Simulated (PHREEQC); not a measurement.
A made-up water analysis in mmol/kgw, 53 °C, pH 7.14, pe 10.2: Na 69.5; K 0.00199; Ca 3.46; Mg 12.5; Cl 59.2; S(6) 21.9; Alkalinity (meq/kgw) 0.422; O(0) (counted as O atoms) 0.336; B 0.0735; Sr 0.0265; Li 0.0214; Br 2.48.

Valence states are taken as typed.

Equilibrium calculation in PHREEQC: ion-association model, wateq4f.dat.

**Question.** The ionic strength comes out as 0.112 mol/kgw. What activity coefficients do Ca+2, CaHCO3+, NaSO4-, OH-, MgHCO3+ get?

**Answer.** Ca+2 0.36, CaHCO3+ 0.78, NaSO4- 0.77, OH- 0.74, MgHCO3+ 0.75.

This is a speciation only: nothing precipitates in the calculation. Away from 25 °C the constants follow the database's enthalpies or fits; those with neither stay at their 25 °C values.
